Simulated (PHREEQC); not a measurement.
Dissolve 0.0041 mol/kgw NH3, 0.00064 mol/kgw H3BO3 and 0.041 mol/kgw K2CO3 at 15 °C. Closed to the air; pH follows from the charge balance.

The numbers come from PHREEQC with the ion-association model, phreeqc.dat.

```
Quantity                     Result
--------------------  -------------
pH                            11.39
ionic strength        0.121 mol/kgw
specific conductance     7120 µS/cm
density                 1.004 g/cm³
total alkalinity        86.1 meq/kg
```

```json
[
 {"species": "K+", "molality": "0.0820", "activity": "0.0618", "log γ": "-0.123"},
 {"species": "CO3-2", "molality": "0.0390", "activity": "0.0144", "log γ": "-0.433"},
 {"species": "NH3", "molality": "0.00402", "activity": "0.00413", "log γ": "0.012"},
 {"species": "HCO3-", "molality": "0.00203", "activity": "0.00158", "log γ": "-0.108"},
 {"species": "OH-", "molality": "0.00147", "activity": "0.00111", "log γ": "-0.125"},
 {"species": "H2BO3-", "molality": "0.000636", "activity": "0.000492", "log γ": "-0.111"},
 {"species": "NH4+", "molality": "8.43e-5", "activity": "6.16e-5", "log γ": "-0.136"},
 {"species": "H3BO3", "molality": "4.11e-6", "activity": "4.23e-6", "log γ": "0.012"}
]
```

No solid was allowed to form.
